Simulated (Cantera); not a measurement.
An isothermal, constant-pressure homogeneous reactor starts with CH₄ : CO₂ = 1 : 0.93 (molar parts), at 1648 K and 100.0 Torr. Integrator tolerance rtol = 1e-08.

Detailed kinetics in Cantera: GRI-Mech 3.0 (53 species, 325 reactions).

What does this change do: temperature 1648 to 2075 K?


```csv
quantity,before,after
x(CH₄) at 20.0 s,0.00490 (gas-phase equilibrium 0.000888),4.49e-5 (gas-phase equilibrium 4.50e-5)
x(CO₂) at 20.0 s,0.00873 (gas-phase equilibrium 3.20e-7),1.45e-7 (gas-phase equilibrium 1.46e-7)
x(OH) at 20.0 s,4.64e-7 (gas-phase equilibrium 1.67e-11),8.71e-10 (gas-phase equilibrium 8.74e-10)
x(C₂H₆) at 20.0 s,1.77e-7 (gas-phase equilibrium 8.95e-9),6.80e-11 (gas-phase equilibrium 6.81e-11)
x(C₂H) at 20.0 s,3.96e-8 (gas-phase equilibrium 1.28e-8),2.22e-6 (gas-phase equilibrium 2.22e-6)
x(H₂) at 20.0 s,0.475 (gas-phase equilibrium 0.508),0.505 (gas-phase equilibrium 0.505)
```

What does this change do: pressure from 100.0 Torr to 2.40 bar?


| quantity | before | after |
|---|---|---|
| x(CH₄) at 20.0 s | 0.00490 (gas-phase equilibrium 0.000888) | 0.0140 (gas-phase equilibrium 0.0102) |
| x(CO₂) at 20.0 s | 0.00873 (gas-phase equilibrium 3.20e-7) | 0.00271 (gas-phase equilibrium 8.84e-6) |
| x(OH) at 20.0 s | 4.64e-7 (gas-phase equilibrium 1.67e-11) | 3.27e-8 (gas-phase equilibrium 1.07e-10) |
| x(C₂H₆) at 20.0 s | 1.77e-7 (gas-phase equilibrium 8.95e-9) | 2.31e-6 (gas-phase equilibrium 1.21e-6) |
| x(C₂H) at 20.0 s | 3.96e-8 (gas-phase equilibrium 1.28e-8) | 2.65e-9 (gas-phase equilibrium 1.32e-9) |
| x(H₂) at 20.0 s | 0.475 (gas-phase equilibrium 0.508) | 0.486 (gas-phase equilibrium 0.499) |
